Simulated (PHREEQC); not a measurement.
Make-up at 10 °C: 0.0033 mol/kgw NaBr and 0.00033 mol/kgw H3BO3. Closed to the air; pH follows from the charge balance.

Model: Pitzer model, pitzer.dat, run in PHREEQC.

This is a speciation only: nothing precipitates in the calculation.

Question: Predict the pH, osmotic coefficient, specific conductance.

Answer: pH 6.36; osmotic coefficient 0.981; specific conductance 270 µS/cm.

Complexes and solids missing from the database can't appear. At this temperature some constants are extrapolated from 25 °C, and those without enthalpy data are left unchanged.
